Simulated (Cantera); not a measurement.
Charge: 1 mol Al, 5.6 mol Cl2, 0.63 mol H2, equilibrated at 427 °C and 0.0133 bar.

These are equilibrium values from Cantera (NASA tables, ideal gas, pure condensed phases), not measurements of a reactor. Candidate condensed phases: Al, AlCl3; 12 gas species. Rates play no part.

Base state: Cl2 0.614, HCl 0.223, AlCl3 0.151, Al2Cl6 0.0131 (mole fractions); condensed: gas only.

### Question
What changes in the equilibrium state with this change: temperature from 427 °C to 302 °C?

### Answer
```tsv
species	before	after
Cl2	0.614	0.651
HCl	0.223	0.236
Al2Cl6	0.0131	0.0750
AlCl3	0.151	0.0375
```

### Question
What changes in the equilibrium state with this change: temperature from 427 °C to 802 °C?

### Answer
```json
[
 {"species": "Cl2", "before": "0.614", "after": "0.600"},
 {"species": "HCl", "before": "0.223", "after": "0.219"},
 {"species": "AlCl3", "before": "0.151", "after": "0.174"},
 {"species": "Al2Cl6", "before": "0.0131", "after": "1.53e-5"},
 {"species": "Cl", "before": "4.48e-6", "after": "0.00740"}
]
```
